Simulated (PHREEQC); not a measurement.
1 kg of water holding 0.017 mol/kgw KCl, 0.022 mol/kgw KHCO3, 0.0067 mol/kgw K2CO3 and 0.0055 mol/kgw K2SO4 is evaporated at 15 °C; the solids stay in contact with the brine. CO2 is held at log p = -3.4 (atm). Only these solids could form: Arcanite, Kalicinite, Misenite, Sylvite.

The numbers come from PHREEQC with the Pitzer model, pitzer.dat.

```
water left (kg)  ionic strength  water activity  Sylvite (mol)  Arcanite (mol)  K in solution (mol/kgw)  Cl in solution (mol/kgw)  C in solution (mol/kgw)
---------------  --------------  --------------  -------------  --------------  -----------------------  ------------------------  -----------------------
1                        0.0740           0.998              0               0                   0.0634                    0.0170                   0.0303
0.6755                    0.112           0.997              0               0                   0.0939                    0.0252                   0.0429
0.4563                    0.168           0.996              0               0                    0.139                    0.0373                      [?]
0.3083                    0.253           0.994              0               0                    0.206                    0.0551                   0.0850
0.2083                    0.381             [?]              0               0                    0.304                    0.0816                    0.120
0.1407                      [?]           0.988              0               0                    0.450                     0.121                    0.169
0.09513                   0.857           0.983              0               0                    0.666                     0.179                    0.239
0.0643                     1.28           0.976              0               0                    0.986                     0.264                    0.340
0.05288                    1.57           0.971              0               0                     1.20                     0.321                      [?]
0.03578                    2.33             [?]              0               0                     1.77                     0.475                    0.583
0.02422                    3.29           0.940              0         0.00140                     2.50                     0.702                    0.839
0.01643                    4.47             [?]              0         0.00364                     3.42                      1.03                     1.21
0.01116                    6.30           0.874              0         0.00476                     4.83                      1.52                     1.77
0.007589                   9.07             [?]              0         0.00525                     6.97                      2.24                     2.59
0.005172                   11.7           0.754        0.00751         0.00540                     8.72                      1.84                     3.84
```

Q: What belongs in the gaps?

A: 
- 0.4563, C in solution (mol/kgw): 0.0604
- 0.2083, water activity: 0.992
- 0.1407, ionic strength: 0.572
- 0.05288, C in solution (mol/kgw): 0.406
- 0.03578, water activity: 0.958
- 0.01643, water activity: 0.915
- 0.007589, water activity: 0.806
